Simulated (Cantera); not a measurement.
An isothermal, constant-pressure homogeneous reactor starts with NO : N2 = 1 : 12 (molar parts), at 2073 K and 100.0 Torr.

Model: GRI-Mech 3.0 (53 species, 325 reactions), integrated in Cantera.

x: mole fraction; the columns are a selection and need not sum to one.

| t (s) | x NO | x O2 | x NO2 | x N2 | x N2O |
|---|---|---|---|---|---|
| 4.00e-5 | 0.0769 | 2.69e-11 | 1.21e-10 | 0.923 | 6.05e-8 |
| 0.000169 | 0.0769 | 4.85e-10 | 1.90e-9 | 0.923 | 2.47e-7 |
| 0.000711 | 0.0769 | 9.29e-9 | 2.26e-8 | 0.923 | 9.08e-7 |
| 0.00300 | 0.0769 | 2.05e-7 | 1.75e-7 | 0.923 | 2.31e-6 |
| 0.0126 | 0.0769 | … | … | 0.923 | 2.89e-6 |
| 0.0533 | 0.0766 | … | … | 0.923 | 2.82e-6 |
| 0.225 | 0.0751 | 0.000842 | 4.16e-6 | 0.924 | 2.68e-6 |
| 0.949 | 0.0673 | 0.00469 | 6.17e-6 | 0.928 | 2.11e-6 |
| 4.00 | 0.0336 | 0.0214 | 6.04e-6 | 0.944 | 5.58e-7 |

Complete the blanks.


- 0.0126, x O2: 4.89e-6
- 0.0126, x NO2: 9.51e-7
- 0.0533, x O2: 9.61e-5
- 0.0533, x NO2: 2.95e-6
